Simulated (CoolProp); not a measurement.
A closed Brayton cycle with carbon dioxide: compressor inlet 307.15 K and 8.6 MPa, high pressure 19 MPa, turbine inlet 990 K, compressor efficiency 0.8, turbine efficiency 0.93, recuperator effectiveness 0.9 (on enthalpy, no pinch check). Each further row changes one setting.

Values from CoolProp's reference Helmholtz-energy equation of state, Span 1996.

```
case                           thermal efficiency (%)  net work (kJ/kg)  compressor to turbine work  compressor exit (K)  turbine exit (K)
-----------------------------  ----------------------  ----------------  --------------------------  -------------------  ----------------
as stated                                        35.4               114                        0.14                329.4             879.1
turbine inlet 940 K                                 ?               107                           ?                329.4                 ?
compressor inlet 317.15 K                        36.1              99.3                        0.25                    ?             879.1
high pressure 16.1 MPa                              ?                 ?                        0.13                    ?             901.7
recuperator effectiveness 0.5                    19.3               114                        0.14                329.4             879.1
```

Some entries are withheld; supply them.


- turbine inlet 940 K, thermal efficiency (%): 34.6
- turbine inlet 940 K, compressor to turbine work: 0.15
- turbine inlet 940 K, turbine exit (K): 833.0
- compressor inlet 317.15 K, compressor exit (K): 373.9
- high pressure 16.1 MPa, thermal efficiency (%): 31.8
- high pressure 16.1 MPa, net work (kJ/kg): 92.8
- high pressure 16.1 MPa, compressor exit (K): 324.2
